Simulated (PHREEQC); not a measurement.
# Nickel, zinc or cadmium bath (model solution)

Dissolve 0.25 mol/kgw CdSO4, 0.011 mol/kgw KCl and 0.00046 mol/kgw H2SO4 at 20 °C. Closed to the air; pH follows from the charge balance.

Model: ion-association model, phreeqc.dat, run in PHREEQC.

```json
{
 "pH": "3.48",
 "ionic_strength": "0.426 mol/kgw",
 "density": "1.050 g/cm³",
 "total_alkalinity": "-0.920 meq/kg"
}
```

```
species     molality  activity   log γ
----------  --------  --------  ------
Cd+2           0.100    0.0288  -0.540
CdSO4         0.0920     0.102   0.043
SO4-2         0.0569    0.0126  -0.655
Cd(SO4)2-2    0.0502    0.0144  -0.540
K+            0.0102   0.00672  -0.182
CdCl+        0.00775   0.00568  -0.135
Cl-          0.00316   0.00210  -0.179
```

Precipitation was switched off in this run.
